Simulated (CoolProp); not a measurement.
Hexamethyldisiloxane (MM) along the isotherm 542.9 K: density (kg/m³) from the reference equation and from simpler models built on Tc = 518.7 K, pc = 1931 kPa, ω = 0.418; each cubic takes its own stable root.

Model: reference Helmholtz-energy equation of state, Thol 2016, in CoolProp.

```
p (kPa)          phase  reference  van der Waals  Redlich-Kwong  Soave-Redlich-Kwong  Peng-Robinson
-------  -------------  ---------  -------------  -------------  -------------------  -------------
402                gas      15.48          15.35          15.46                15.42          15.54
805                gas      33.59          33.01          33.49                33.26          33.82
1210               gas      55.59          54.27          55.43                  ___          56.15
1610               gas      83.30          81.41          83.52                81.38          84.45
2010     supercritical      122.1          123.8          125.4                118.4          124.3
2410     supercritical        ___          227.4          212.3                179.1          190.2
2820     supercritical      303.6          273.3          295.3                260.1          279.5
3220     supercritical      366.7          294.6          332.3                306.6            ___
3620     supercritical      396.8          309.3          356.8                  ___          367.1
4020     supercritical      416.2          320.7          375.4                357.3          392.0
4430     supercritical      430.9          330.2          390.9                374.9            ___
4830     supercritical      442.3          338.1          403.7                389.1          428.6
```

Problem. What belongs in the gaps?

Solution. 
- 1210, Soave-Redlich-Kwong: 54.69
- 2410, reference: 188.6
- 3220, Peng-Robinson: 333.1
- 3620, Soave-Redlich-Kwong: 335.8
- 4430, Peng-Robinson: 412.2
